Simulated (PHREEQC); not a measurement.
## Alkaline etch or developer: an equilibrium model

Consider water at 25 °C with 0.0014 mol/kgw NH3, 4.2e-07 mol/kgw H4SiO4 and 0.067 mol/kgw K2CO3. Closed to the air; pH follows from the charge balance.

Model: ion-association model, wateq4f.dat, run in PHREEQC.

Each row changes one thing in this solution. No solid was allowed to form.

| case | pH | ionic strength (mol/kgw) | CO3-2 (mol/kgw) | HCO3- (mol/kgw) | NH4+ (mol/kgw) | CO2 (mol/kgw) |
|---|---|---|---|---|---|---|
| as made | 11.30 | 0.198 | 0.0642 | 0.00283 | 1.61e-5 | 2.26e-8 |
| diluted 10-fold with water | (withheld) | (withheld) | 0.00573 | 0.000973 | 3.24e-6 | 2.26e-8 |
| 0.0011 mol/kgw TMAH added | 11.39 | 0.200 | 0.0647 | 0.00234 | 1.33e-5 | 1.54e-8 |
| temperature from 25 to 35 °C | (withheld) | (withheld) | 0.0633 | 0.00367 | 1.31e-5 | 4.22e-8 |
| H4SiO4 left out | 11.30 | 0.198 | 0.0642 | 0.00283 | 1.61e-5 | 2.26e-8 |
| 0.0033 mol/kgw NaF added | 11.30 | 0.200 | 0.0633 | 0.00280 | 1.63e-5 | 2.25e-8 |
| NH3 replaced by (NH4)2HPO4 at the same molality | (withheld) | 0.198 | 0.0623 | 0.00467 | 5.45e-5 | 6.35e-8 |

What belongs in the gaps?


- diluted 10-fold with water, pH: 10.93
- diluted 10-fold with water, ionic strength (mol/kgw): 0.0191
- temperature from 25 to 35 °C, pH: 11.10
- temperature from 25 to 35 °C, ionic strength (mol/kgw): 0.197
- NH3 replaced by (NH4)2HPO4 at the same molality, pH: 11.07

Complexes and solids missing from the database can't appear. SiF6-2 is the database's only silicon fluoride.
